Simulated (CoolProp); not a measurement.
The numbers come from the reference Helmholtz-energy equation of state, Thol 2016 in CoolProp.

### Question
For R1234ze(E), give the phase and the speed of sound (m/s), Prandtl number at 420 K and 0.131 bar.

### Answer
- 420 K and 0.131 bar: gas; speed of sound 181, Prandtl number 0.767

Viscosity comes from a separate model (Bell 2016), an estimate that may be off by 10 % or more. Thermal conductivity comes from a separate model (Perkins 2011).
